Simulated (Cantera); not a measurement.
Feed: 1 mol B, 0.068 mol O2, 18 mol N2, at 0.0100 bar.

Cantera equilibrium calculation (NASA polynomials, part measured and part estimated; ideal gas, pure solids and liquids). Candidate condensed phases: B, BN, B2O3; 17 gas species. Kinetics and transport are ignored.

Task: At 2148 K, list the 5 most abundant gas species with their mole fractions, and the condensed phases.

Result: N2 0.993, BO 0.00689, B2O2 0.000375, B2O 4.36e-5, B 4.01e-5. Condensed: BN(s).
